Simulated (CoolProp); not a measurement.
The numbers come from the reference Helmholtz-energy equation of state, Lemmon 2006 in CoolProp. It is a short technical equation, of lower accuracy than the large ones.

### Question
For acetone, give the phase and the Z, cv (kJ/(kg K)), speed of sound (m/s), Joule-Thomson coefficient (K/MPa) at 550 K and 56.3 bar; 550 K and 63.3 bar; 550 K and 70.4 bar.

### Answer
- 550 K and 56.3 bar: supercritical; Z 0.571, cv 2.15, speed of sound 194, Joule-Thomson coefficient 10.7
- 550 K and 63.3 bar: supercritical; Z 0.500, cv 2.20, speed of sound 180, Joule-Thomson coefficient 10.6
- 550 K and 70.4 bar: supercritical; Z 0.422, cv 2.24, speed of sound 169, Joule-Thomson coefficient 9.70
